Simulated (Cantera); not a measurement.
A freely propagating, adiabatic, planar premixed flame of 8.33 % CH₄, 16.7 % O₂, 75.0 % N₂, unburnt at 375 K and 653 Torr; mixture-averaged transport, grid criteria slope 0.08 and curve 0.16, no radiation.

Computed with Cantera and GRI-Mech 3.0 (53 species, 325 reactions). Burning velocities carry a grid error of a few per cent, more on coarse grids.

**Question.** Predict: laminar burning velocity; thermal thickness; peak x(OH); peak x(C₂H); peak x(CH₂CO); peak x(C₂H₂).

**Answer.** 
```
Item                         Result
------------------------  ---------
laminar burning velocity  40.0 cm/s
thermal thickness          0.593 mm
peak x(OH)                  0.00564
peak x(C₂H)                 8.35e-8
peak x(CH₂CO)               8.21e-5
peak x(C₂H₂)                7.92e-5
```
